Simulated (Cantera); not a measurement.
Cantera run:

```python
import numpy as np
import cantera as ct

gas_names = """
    C CN CO CO2 C2 CCN CNC C2N2 C2O C3 C3O2 C4 C4N2 C5 N NCO NO NO2 NO3 N2 N2O O O2 O3 Si SiC SiC2 SiN
    SiO SiO2 Si2 Si2C Si2N Si3
""".split()
cond_names = """
    C(gr) Si(cr) Si(L) SiC(b) SiO2(Lqz) SiO2(hqz) SiO2(L) Si2N2O(s) Si3N4(a)
""".split()


# ... load() reads the species with a 1 bar reference pressure and builds the phases ...
atoms = {
    'SiC': {'Si': 1, 'C': 1},
    'N2O': {'N': 2, 'O': 1},
    'N2': {'N': 2},
}
top_T = {'C(gr)': 4500, 'SiC(b)': 3050, 'Si2N2O(s)': 2100, 'Si3N4(a)': 2400}  # K; cautious upper limits of use, not melting points


# ... equilibrate(T, P, feed) seeds the gas with the atoms and calls Mixture.equilibrate('TP', solver="vcs", rtol=1e-11, max_steps=5000) ...
results = []
feed = {'SiC': 1, 'N2O': 0.17, 'N2': 16}  # mol
P = 133.322  # Pa
for T in [1200, 1350, 1500, 1650, 1800, 1950, 2100]:
    mix = equilibrate(T, P, feed)
    results.append((T, P, feed, dict(zip(mix.species_names, mix.species_moles))))

top = {s: max(r[3][s] / sum(r[3][g] for g in gas_names) for r in results) for s in gas_names}
cols = sorted((s for s in top if top[s] > 1e-05), key=lambda s: -top[s])[:7]
seen = [c for c in cond_names if any(r[3].get(c, 0) > 1e-12 for r in results)]
print("log10 of partial pressures in bar; condensed amounts in mol")
print(f"{'T/K':>10s}" + "".join(f"{s[:9]:>10s}" for s in cols + seen))
for T, P, feed, n in results:
    ng = sum(n[g] for g in gas_names)
    print(f"{T:10.4g}" + "".join(f"{np.log10(max(n[s] / ng * P / 1e5, 1e-99)):10.3f}" for s in cols)
          + "".join(f"{n.get(c, 0):10.4g}" for c in seen))
```

It prints:

```
log10 of partial pressures in bar; condensed amounts in mol
       T/K        N2        CO        Si       SiO      Si2C      SiC2       SiN     C(gr)    SiC(b) Si2N2O(s)  Si3N4(a)
      1200    -2.875    -7.866   -14.971   -11.599   -19.427   -19.134   -15.606    0.9998         0    0.1698    0.2201
      1350    -2.877    -5.270   -12.120    -8.282   -15.511   -15.500   -13.141    0.1452    0.7899     0.105         0
      1500    -2.878    -5.042    -9.322    -6.164   -12.140   -13.666   -10.653         0    0.8894    0.0511         0
      1650    -2.880    -5.157    -7.250    -5.161    -9.604   -11.959    -8.833         0    0.9146         0         0
      1800    -2.880    -5.129    -6.020    -5.192    -7.994   -10.049    -7.814         0    0.9087         0         0
      1950    -2.882    -4.982    -5.171    -5.472    -6.827    -8.250    -7.143         0    0.8695         0         0
      2100    -2.884    -4.871    -4.882    -6.604    -6.270    -6.275    -7.007         0    0.8125         0         0
```

Cantera equilibrium calculation (NASA polynomials, part measured and part estimated; ideal gas, pure solids and liquids). Mutual solubility and eutectic melting of coexisting phases are not modelled. The tables' values for SiN are old estimates; treat these amounts as uncertain.
